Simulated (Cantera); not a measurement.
What does this Cantera script print?

```python
import numpy as np
import cantera as ct

gas_names = """
    C CH CH2 CH3 CH2OH CH3O CH4 CH3OH CN CO CO2 COOH C2 C2H CHCO,ketyl C2H2,acetylene C2H2,vinylidene
    CH2CO,ketene C2H3,vinyl CH3CN CH3CO,acetyl C2H4 C2H4O,ethylen CH3CHO,ethanal CH3COOH (HCOOH)2 C2H5
    C2H6 CH3OCH3 C2H5OH CCN CNC C2N2 C2O C3 C3H3,propargyl C3H4,allene C3H4,propyne C3H4,cyclo-
    C3H5,allyl C3H6,propylene C3H6,cyclo- C3H6O C3H7,n-propyl C3H7,i-propyl C3H8 C3H8O,1propanol
    C3H8O,2propanol C3O2 C4 C4H2 C4H4,1,3-cyclo- C4H6,butadiene C4H6,2-butyne C4H6,cyclo- C4H8,1-butene
    C4H8,cis2-buten C4H8,tr2-butene C4H8,isobutene C4H8,cyclo- (CH3COOH)2 C4H9,n-butyl C4H9,i-butyl
    C4H9,s-butyl C4H9,t-butyl C4H10,isobutane C4H10,n-butane C4N2 C5 C5H6,1,3cyclo- C5H8,cyclo-
    C5H10,1-pentene C5H10,cyclo- C5H11,pentyl C5H11,t-pentyl C5H12,n-pentane C5H12,i-pentane
    CH3C(CH3)2CH3 C6H2 C6H5,phenyl C6H5O,phenoxy C6H6 C6H5OH,phenol C6H10,cyclo- C6H12,1-hexene
    C6H12,cyclo- C6H13,n-hexyl C7H7,benzyl C7H8 C7H8O,cresol C7H14,1-heptene C7H15,n-heptyl
    C7H16,n-heptane C8H8,styrene C8H10,ethylbenz C8H16,1-octene C8H17,n-octyl C8H18,isooctane
    C8H18,n-octane C9H19,n-nonyl C10H8,naphthale C10H21,n-decyl C12H9,o-bipheny C12H10,bipheny H HCN HCO
    HCCN HNC HNCO HNO HNO2 HNO3 HO2 H2 HCHO,formaldehy HCOOH H2O H2O2 N NCO NH NH2 NH3 NH2OH NO NO2 NO3
    N2 N2H2 N2H4 N2O O OH O2 O3
""".split()
cond_names = """
    C(gr) C6H6(L) C7H8(L) C8H18(L),n-octa H2O(s) H2O(L)
""".split()


def load(file, names, dense=False):
    # The tables refer to 1 bar. Condensed volumes are neglected.
    table = {s.name: s for s in ct.Species.list_from_file(file)}
    out = []
    for n in names:
        d = dict(table[n].input_data)
        d["thermo"] = dict(d["thermo"], **{"reference-pressure": 1e5})
        if dense:
            d["equation-of-state"] = {"model": "constant-volume", "density": "1e6 g/cm^3"}
        out.append(ct.Species.from_dict(d))
    return out


gas = ct.Solution(thermo="ideal-gas", species=load("nasa_gas.yaml", gas_names))
cond = {s.name: ct.Solution(thermo="fixed-stoichiometry", species=[s], name=s.name)
        for s in load("nasa_condensed.yaml", cond_names, dense=True)}
atoms = {
    'C6H6': {'C': 6, 'H': 6},
    'CO2': {'C': 1, 'O': 2},
    'N2': {'N': 2},
}
top_T = {'C(gr)': 4500}  # K; cautious upper limits of use, not melting points


def equilibrate(T, P, feed):
    n = {}
    for name, mol in feed.items():
        for a, k in atoms[name].items():
            n[a] = n.get(a, 0.0) + k * mol
    gas.TPX = T, P, n
    mass = sum(n.values()) * gas.mean_molecular_weight
    gas.equilibrate("TP")
    valid = [c for c in cond.values() if c.min_temp <= T <= top_T.get(c.name, c.max_temp)]
    mix = ct.Mixture([(gas, mass / gas.mean_molecular_weight)] + [(c, 0.0) for c in valid])
    mix.T, mix.P = T, P
    mix.equilibrate("TP", solver="vcs", rtol=1e-11, max_steps=5000)
    return mix


results = []
feed = {'C6H6': 1, 'CO2': 0.028, 'N2': 0.38}  # mol
T = 1023  # K
P = 61000  # Pa
mix = equilibrate(T, P, feed)
results.append((T, P, feed, dict(zip(mix.species_names, mix.species_moles))))
print(gas.report(threshold=1e-05))
for i in range(1, mix.n_phases):
    print(f"{mix.phase(i).name:16s} {mix.phase_moles(i):12.5e} mol")
```

Result:

```
       temperature   1023 K
          pressure   61000 Pa
           density   0.042 kg/m^3
  mean mol. weight   5.8564 kg/kmol
   phase of matter   gas

                          1 kg             1 kmol
                     ---------------   ---------------
          enthalpy        3.0018e+06         1.758e+07  J
   internal energy        1.5494e+06        9.0739e+06  J
           entropy             31895        1.8679e+05  J/K
    Gibbs function       -2.9626e+07        -1.735e+08  J
 heat capacity c_p            5472.8             32051  J/K
 heat capacity c_v            4053.1             23737  J/K

                      mass frac. Y      mole frac. X     chem. pot. / RT
                     ---------------   ---------------   ---------------
               CH4          0.087768          0.032039           -38.025
                CO           0.07034          0.014707           -43.369
               CO2        0.00035467        4.7196e-05           -85.182
                H2           0.28804           0.83673           -18.235
               H2O         0.0063199         0.0020545           -60.049
               NH3        0.00023022        7.9163e-05           -41.144
                N2           0.54694           0.11434           -27.584
     [ +129 minor]        1.3505e-05        2.8817e-06

C(gr)             5.87253e+00 mol
```

Method: chemical equilibrium by Gibbs-energy minimisation in Cantera with the NASA 1993 tables (ideal gas, pure condensed phases).
